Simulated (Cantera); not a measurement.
An adiabatic, constant-volume homogeneous reactor starts with CH₃OH : O₂ : N₂ : H₂O = 1 : 0.833 : 3.13 : 0.31 (molar parts), equivalence ratio 1.8, at 1625 K and 1.01 bar. Integrator tolerance rtol = 1e-08.

Cantera simulation using GRI-Mech 3.0 (53 species, 325 reactions); the numbers are that mechanism's predictions, not measurements. GRI-Mech 3.0 was tuned for natural gas; its chemistry of methanol as a main component is partial and can be far from experiment.

```
quantity                                                              before                                      after
---------------------------------  -----------------------------------------  -----------------------------------------
time of steepest temperature rise                                    46.9 µs                                   0.576 ms
temperature at 2.00 s                                                 2850 K                                     2745 K
equilibrium temperature                                               2850 K                                     2745 K
x(CH₃OH) at 2.00 s                     <1e-12 (gas-phase equilibrium <1e-12)      <1e-12 (gas-phase equilibrium <1e-12)
x(O₂) at 2.00 s                      0.00193 (gas-phase equilibrium 0.00193)  0.000836 (gas-phase equilibrium 0.000836)
x(H₂O) at 2.00 s                         0.237 (gas-phase equilibrium 0.237)        0.247 (gas-phase equilibrium 0.247)
x(OH) at 2.00 s                        0.0147 (gas-phase equilibrium 0.0147)    0.00913 (gas-phase equilibrium 0.00913)
x(CH₄) at 2.00 s                   1.82e-12 (gas-phase equilibrium 2.15e-12)  3.07e-12 (gas-phase equilibrium 3.56e-12)
```

### Question
Which change was made?
A) initial temperature 1625 to 1373 K
B) pressure from 1.01 bar to 0.320 bar
C) H2O 0.31 to 0.18 parts
D) constant pressure in place of constant volume

### Answer
A, initial temperature 1625 to 1373 K
